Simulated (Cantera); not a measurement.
Input (Python, Cantera) and output of one run.

```python
import numpy as np
import cantera as ct

gas_names = """
    H HO2 H2 H2O H2O2 Li LiH LiO LiOH Li2 Li2O Li2O2 Li2O2H2 O OH O2 O3
""".split()
cond_names = """
    H2O(s) H2O(L) Li(cr) Li(L) LiH(s) LiH(L) LiOH(s) LiOH(L) Li2O(s) Li2O(L)
""".split()


def load(file, names, dense=False):
    # The tables refer to 1 bar. Condensed volumes are neglected.
    table = {s.name: s for s in ct.Species.list_from_file(file)}
    out = []
    for n in names:
        d = dict(table[n].input_data)
        d["thermo"] = dict(d["thermo"], **{"reference-pressure": 1e5})
        if dense:
            d["equation-of-state"] = {"model": "constant-volume", "density": "1e6 g/cm^3"}
        out.append(ct.Species.from_dict(d))
    return out


gas = ct.Solution(thermo="ideal-gas", species=load("nasa_gas.yaml", gas_names))
cond = {s.name: ct.Solution(thermo="fixed-stoichiometry", species=[s], name=s.name)
        for s in load("nasa_condensed.yaml", cond_names, dense=True)}
atoms = {
    'LiOH': {'Li': 1, 'O': 1, 'H': 1},
    'H2': {'H': 2},
    'O2': {'O': 2},
}
top_T = {}  # K; cautious upper limits of use, not melting points


def equilibrate(T, P, feed):
    n = {}
    for name, mol in feed.items():
        for a, k in atoms[name].items():
            n[a] = n.get(a, 0.0) + k * mol
    gas.TPX = T, P, n
    mass = sum(n.values()) * gas.mean_molecular_weight
    gas.equilibrate("TP")
    valid = [c for c in cond.values() if c.min_temp <= T <= top_T.get(c.name, c.max_temp)]
    mix = ct.Mixture([(gas, mass / gas.mean_molecular_weight)] + [(c, 0.0) for c in valid])
    mix.T, mix.P = T, P
    mix.equilibrate("TP", solver="vcs", rtol=1e-11, max_steps=5000)
    return mix


results = []
T = 850  # K
P = 670000  # Pa
for m in [0.37, 0.58, 0.92, 1.4, 2.2, 3.5, 5.5]:
    feed = {'LiOH': 1, 'H2': 6.5, 'O2': m}  # mol
    mix = equilibrate(T, P, feed)
    results.append((T, P, feed, dict(zip(mix.species_names, mix.species_moles))))

top = {s: max(r[3][s] / sum(r[3][g] for g in gas_names) for r in results) for s in gas_names}
cols = sorted((s for s in top if top[s] > 0.0001), key=lambda s: -top[s])[:9]
seen = [c for c in cond_names if any(r[3].get(c, 0) > 1e-12 for r in results)]
print("log10 of partial pressures in bar; condensed amounts in mol")
print(f"{'n(O2)':>10s}" + "".join(f"{s[:9]:>10s}" for s in cols + seen))
for T, P, feed, n in results:
    ng = sum(n[g] for g in gas_names)
    print(f"{feed['O2']:10.4g}" + "".join(f"{np.log10(max(n[s] / ng * P / 1e5, 1e-99)):10.3f}" for s in cols)
          + "".join(f"{n.get(c, 0):10.4g}" for c in seen))
```

Result:

```
log10 of partial pressures in bar; condensed amounts in mol
     n(O2)       H2O        H2        O2   LiOH(L)
      0.37    -0.118     0.774   -26.459         1
      0.58     0.078     0.741   -26.003         1
      0.92     0.278     0.682   -25.484         1
       1.4     0.460     0.581   -24.919         1
       2.2     0.657     0.335   -24.034         1
       3.5     0.810   -11.226    -0.605         1
       5.5     0.697   -11.759     0.236         1
```

Cantera equilibrium calculation (NASA polynomials, part measured and part estimated; ideal gas, pure solids and liquids). Condensed phases not in the tables: the peroxide.
